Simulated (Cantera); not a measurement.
Input: 1 mol SiHCl3, 35 mol N2, equilibrated at 0.100 bar.

These are equilibrium values from Cantera (NASA tables, ideal gas, pure condensed phases), not measurements of a reactor. Candidate condensed phases: NH4Cl, Si, Si3N4; 28 gas species. N2 is the only nitrogen source here; it is nearly inert below about 1500 K, so the nitride shown seldom forms there in practice. Kinetics and transport are ignored.

**Question.** Which condensed phases are stable at each of these points (T (K)): 1498, 1523, 1548, 1573, 1598, 1623, 1648, 1673?

**Answer.** 
```
T (K)  condensed phases  Si condensed (%)
-----  ----------------  ----------------
1498           Si3N4(s)              28.4
1523           Si3N4(s)              23.6
1548           Si3N4(s)              18.4
1573           Si3N4(s)              13.2
1598           Si3N4(s)               8.3
1623           Si3N4(s)               3.8
1648           gas only               0.0
1673           gas only               0.0
```

From 1498 K to 1623 K the condensed part is Si3N4(s). From 1648 K to 1673 K nothing is condensed.
